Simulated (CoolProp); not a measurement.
A simple Rankine cycle with R227EA: condensing at 305.15 K, boiler at 1.5 MPa, turbine inlet 345.6 K, turbine efficiency 0.65, pump efficiency 0.7, no recuperator. Each further row changes one setting.

Values from CoolProp's reference Helmholtz-energy equation of state, Lemmon 2016.

| case | thermal efficiency (%) | net work (kJ/kg) | heat in (kJ/kg) | turbine exit temperature (K) | volume ratio over the turbine |
|---|---|---|---|---|---|
| as stated | 5.5 | 7.14 | 129 | 321.2 | 3.16 |
| turbine inlet 365.6 K | 5.5 | 8.28 | 152 | 344.4 | 2.96 |
| condensing temperature 297.15 K | 6.6 | 9.14 | 139 | 316.9 | 4.08 |
| boiler pressure 1.05 MPa | 3.8 | 5.20 | 138 | 332.6 | 1.99 |
| turbine efficiency 0.55 | 4.6 | 5.89 | 129 | 322.6 | 3.19 |
